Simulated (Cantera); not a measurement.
# Transport properties of process gases

Gas mixture: 91.3 % NO, 8.66 % N2, at 4400 Pa, frozen composition.

Cantera's kinetic-theory transport with the Lennard-Jones parameters of GRI-Mech 3.0, ideal gas; thermal conductivity in the mixture-averaged form. The composition is frozen, though it would react at the higher temperatures.

| T (K) | ρ (kg/m³) | cp (J/kg/K) | μ (µPa s) | λ (mW/m/K) | Pr | D (cm²/s) H | D (cm²/s) CH4 | D (cm²/s) N2 |
|---|---|---|---|---|---|---|---|---|
| 400 | 0.0395 | 1002 | 23.1 | 32.4 | 0.712 | 46.8 | 8.50 | 7.80 |
| 650 | 0.0243 | 1057 | 32.2 | 48.2 | 0.706 | 108 | 19.6 | 17.8 |
| 900 | 0.0175 | 1117 | 40.0 | 63.0 | 0.708 | 187 | 33.9 | 30.8 |
| 1150 | 0.0137 | 1157 | 46.9 | 76.7 | 0.707 | 282 | 51.1 | 46.3 |
| 1400 | 0.0113 | 1185 | 53.3 | 89.5 | 0.706 | 391 | 71.0 | 64.2 |
| 1650 | 0.00957 | 1207 | 59.3 | 101 | 0.706 | 514 | 93.2 | 84.3 |
D: mixture-averaged diffusion coefficient of that species in the mixture.
